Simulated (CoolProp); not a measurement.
Computed with CoolProp (reference Helmholtz-energy equation of state, Schmidt 1985).

Question: Give the vapour pressure (kPa), liquid density (kg/m³), vapour viscosity (µPa s) of saturated oxygen at -153.95, -150.65, -134.05 °C.

Answer: 
```csv
T (°C),p (kPa),liquid density (kg/m³),vapour viscosity (µPa s)
-153.95,976,979,9.35
-150.65,1180,957,9.66
-134.05,2680,822,11.7
```

Viscosity comes from a separate model (Lemmon 2004).
